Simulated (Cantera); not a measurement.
**Si + N2O + N2 (thermal oxidation and active oxidation of silicon)**

Feed: 1 mol Si, a varied amount of N2O, 3.3 mol N2, at 1325 K and 0.000290 bar.

Cantera equilibrium calculation (NASA polynomials, part measured and part estimated; ideal gas, pure solids and liquids). Candidate condensed phases: Si, SiO2, Si2N2O, Si3N4; 16 gas species. Mutual solubility and eutectic melting of coexisting phases are not modelled. The tables hold silica as quartz up to 1696 K and as liquid above; real silica turns to tridymite and cristobalite and melts near 1996 K. Equilibrium is a limit: real reactors are often held back by kinetics, nucleation or transport.

From 0.59 mol N2O to 1.9 mol N2O the condensed part is SiO2(β-quartz) + Si2N2O(s). From 2.1 mol N2O to 3.4 mol N2O the condensed part is SiO2(β-quartz).

```json
[
 {"n(N2O) (mol)": "0.59", "log p N2": "-3.54", "log p O2": "<-15", "log p SiO": "-6.79", "log p NO": "<-15", "log p O": "<-15", "log p NO2": "<-15", "n SiO2(β-quartz)": "0.0594", "n Si2N2O(s)": "0.469"},
 {"n(N2O) (mol)": "0.84", "log p N2": "-3.54", "log p O2": "<-15", "log p SiO": "-6.79", "log p NO": "<-15", "log p O": "<-15", "log p NO2": "<-15", "n SiO2(β-quartz)": "0.226", "n Si2N2O(s)": "0.386"},
 {"n(N2O) (mol)": "1.1", "log p N2": "-3.54", "log p O2": "<-15", "log p SiO": "-6.79", "log p NO": "<-15", "log p O": "<-15", "log p NO2": "<-15", "n SiO2(β-quartz)": "0.399", "n Si2N2O(s)": "0.299"},
 {"n(N2O) (mol)": "1.3", "log p N2": "-3.54", "log p O2": "<-15", "log p SiO": "-6.79", "log p NO": "<-15", "log p O": "<-15", "log p NO2": "<-15", "n SiO2(β-quartz)": "0.533", "n Si2N2O(s)": "0.233"},
 {"n(N2O) (mol)": "1.6", "log p N2": "-3.54", "log p O2": "<-15", "log p SiO": "-6.79", "log p NO": "<-15", "log p O": "<-15", "log p NO2": "<-15", "n SiO2(β-quartz)": "0.732", "n Si2N2O(s)": "0.132"},
 {"n(N2O) (mol)": "1.9", "log p N2": "-3.54", "log p O2": "<-15", "log p SiO": "-6.79", "log p NO": "<-15", "log p O": "<-15", "log p NO2": "<-15", "n SiO2(β-quartz)": "0.932", "n Si2N2O(s)": "0.0324"},
 {"n(N2O) (mol)": "2.1", "log p N2": "-3.54", "log p O2": "-5.58", "log p SiO": "-15.35", "log p NO": "-7.50", "log p O": "-9.35", "log p NO2": "-11.96", "n SiO2(β-quartz)": "1.00", "n Si2N2O(s)": "0"},
 {"n(N2O) (mol)": "2.4", "log p N2": "-3.55", "log p O2": "-5.01", "log p SiO": "<-15", "log p NO": "-7.22", "log p O": "-9.06", "log p NO2": "-11.40", "n SiO2(β-quartz)": "1.00", "n Si2N2O(s)": "0"},
 {"n(N2O) (mol)": "2.6", "log p N2": "-3.56", "log p O2": "-4.85", "log p SiO": "<-15", "log p NO": "-7.15", "log p O": "-8.99", "log p NO2": "-11.24", "n SiO2(β-quartz)": "1.00", "n Si2N2O(s)": "0"},
 {"n(N2O) (mol)": "2.9", "log p N2": "-3.57", "log p O2": "-4.71", "log p SiO": "<-15", "log p NO": "-7.08", "log p O": "-8.91", "log p NO2": "-11.10", "n SiO2(β-quartz)": "1.00", "n Si2N2O(s)": "0"},
 {"n(N2O) (mol)": "3.1", "log p N2": "-3.57", "log p O2": "-4.64", "log p SiO": "<-15", "log p NO": "-7.05", "log p O": "-8.88", "log p NO2": "-11.04", "n SiO2(β-quartz)": "1.00", "n Si2N2O(s)": "0"},
 {"n(N2O) (mol)": "3.4", "log p N2": "-3.58", "log p O2": "-4.56", "log p SiO": "<-15", "log p NO": "-7.01", "log p O": "-8.84", "log p NO2": "-10.96", "n SiO2(β-quartz)": "1.00", "n Si2N2O(s)": "0"}
]
```
log p: log10 of the partial pressure in bar; n: condensed amount in mol.
